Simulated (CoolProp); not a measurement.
Model: reference Helmholtz-energy equation of state, Platzer 1990, in CoolProp. This equation is an older, rougher fit; its heat capacities, sound speeds and derivatives of the liquid may be far off and weren't checked against measurements.

**Question.** Give the vapour pressure (kPa), vapour density (kg/m³), enthalpy of vaporisation (kJ/kg), surface tension (mN/m) of saturated c-C4F8 (RC318) at 84.25 °C.

**Answer.** 
```
T (°C)  p (kPa)  vapour density (kg/m³)  enthalpy of vaporisation (kJ/kg)  surface tension (mN/m)
------  -------  ----------------------  --------------------------------  ----------------------
84.25      1470                     147                              68.4                    2.15
```

Surface tension comes from a separate correlation (Mulero 2012).
